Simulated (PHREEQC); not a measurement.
0.059 g of hydrous ferric oxide (600 m²/g; 0.2 weak and 0.005 strong sites per Fe, Dzombak-Morel constants, diffuse double layer) in 1 kg of water with 0.3 mol/kgw of an inert sodium salt, at 25 °C; the pH is set by adding NaOH or the inert anion's acid. Oxygen alone is held at its pressure in air (log pO2 = -0.68). The system is closed to CO2. Nothing may precipitate in this run.

The numbers come from PHREEQC with the ion-association model, wateq4f.dat.

Q: Predict surface charge σ (C/m²) at pH = 5.12, 8.12, 8.88.

A: 
```tsv
pH	surface charge σ (C/m²)
5.12	0.255
8.12	-0.001
8.88	-0.044
```
